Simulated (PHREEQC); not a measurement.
Consider water at 25 °C with 92 mmol/kgw CsOH, 2.8 mmol/kgw Na2SiO3 and 53 mmol/kgw Na2CO3. Closed to the air; pH follows from the charge balance.

Model: ion-association model, wateq4f.dat, run in PHREEQC.

Each row changes one thing in this solution. This is a speciation only: nothing precipitates in the calculation.

```
case                                               pH  ionic strength (mol/kgw)  Na+ (mol/kgw)
----------------------------------------------  -----  ------------------------  -------------
as made                                         12.82                     0.222         0.0935
Na2CO3 replaced by Na2SO4 at the same molality  12.81                     0.245          0.105
Na2SiO3 left out                                12.81                     0.216         0.0884
CsOH replaced by CsCl at the same molality      11.43                     0.220         0.0938
Na2SiO3 from 0.0028 to 0.00028 mol/kgw          12.81                     0.216         0.0889
CsOH from 0.092 to 0.101 mol/kgw                12.85                     0.231         0.0936
```
